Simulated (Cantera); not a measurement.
Ignition delay

Mixture: CO : H₂ : O₂ : N₂ : H₂O : CO₂ = 1 : 0.051 : 0.542 : 2.04 : 0.99 : 0.11 (molar parts), equivalence ratio 0.97, at 750 Torr, adiabatic and at constant pressure. Ignition delay is the time to a rise of 400 K.

Computed with Cantera and GRI-Mech 3.0 (53 species, 325 reactions). Where the delays flatten at high temperature, the 400 K rule measures the pace of heat release, not the induction time.

| T0 (K) | delay (ms) |
|---|---|
| 1098 | 0.805 |
| 1148 | 0.383 |
| 1198 | 0.239 |
| 1248 | 0.171 |
| 1298 | 0.132 |
| 1348 | 0.108 |

| Item | Result |
|---|---|
| apparent activation energy between 1248 and 1348 K | 63 kJ/mol |
